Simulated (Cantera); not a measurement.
An isothermal plug-flow reactor at 1148 K and 0.210 bar (inlet), inlet velocity 0.75 m/s, active area per volume 110 1/m; feed CH₄ : O₂ : N₂ : H₂O = 0.0096 : 0.012 : 0.79 : 0.006 (molar parts).

Detailed kinetics in Cantera: Deutschmann's 1995 Pt surface mechanism with GRI-Mech 3.0 gas chemistry. Catalytic surfaces can have several steady states; this one follows from the mechanism file's or the stated starting coverage. Mass transfer to the wall is taken as infinitely fast.

One state of this run: x CH₄ = 0.0113; x O₂ = 0.0138; x H₂O = 0.00827; x CO₂ = 0.000438; x CO = 2.55e-5; θ free Pt = 0.653; θ H* = 2.10e-6; θ O* = 0.347; θ CO* = 1.83e-5; θ C* = 2.21e-7. x: gas mole fraction; θ: surface coverage.

Question: Which value of z (m) does it belong to?
(A) 0.00024
(B) 0.0042
(C) 7.5e-05
(D) 0.0013

Answer: A, 0.00024
